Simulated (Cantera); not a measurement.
An isothermal, constant-pressure homogeneous reactor starts with 1.50 % H2, 27.4 % O2, 71.1 % N2, equivalence ratio 0.028, at 1400 K and 0.00880 bar.

Detailed kinetics in Cantera: the H2/O2 subset of GRI-Mech 3.0, which has no nitrogen chemistry. Radical loss at walls, strong at low pressure, is not modelled.

One state of this run: x H2 = 0.000197; x O2 = 0.263; x OH = 0.00153; x HO2 = 2.65e-7; x H = 0.00112; x H2O = 0.0136; x H2O2 = 8.21e-9. x: mole fraction; the columns are a selection and need not sum to one.

Question: Which value of t (s) does it belong to?
A) 0.000700
B) 0.277
C) 0.0253
D) 0.00765

Answer: B, 0.277
